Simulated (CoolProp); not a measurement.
Vapour-liquid equilibrium of nitrogen (1) + carbon monoxide (2) at 105 K; x and y are mole fractions of (1).

Model: multi-fluid Helmholtz-energy mixture model, Span 2000 and Lemmon 2006; pair parameters Gernert 2013, in CoolProp.

```
x     bubble pressure, mixture model (MPa)  bubble pressure, Raoult's law (MPa)  y, mixture model  y, Raoult's law
----  ------------------------------------  -----------------------------------  ----------------  ---------------
0.05                                0.7916                               0.7896             0.066            0.069
0.15                                0.8264                               0.8205             0.192            0.198
0.25                                0.8610                               0.8515             0.308            0.318
0.35                                0.8949                               0.8824             0.417            0.430
0.45                                0.9279                               0.9133             0.517            0.534
0.55                                0.9596                               0.9442             0.612            0.631
0.65                                0.9900                               0.9751             0.703            0.722
0.75                                 1.019                                1.006             0.789            0.808
0.85                                 1.046                                1.037             0.874            0.888
0.95                                 1.071                                1.068             0.958            0.964
```

The largest gap from Raoult's law is +1.6 % in bubble pressure, at x = 0.55. No azeotrope shows between x = 0.05 and 0.95.

Pair parameters are fitted to limited data, so mixtures are less certain than the pure fluids.
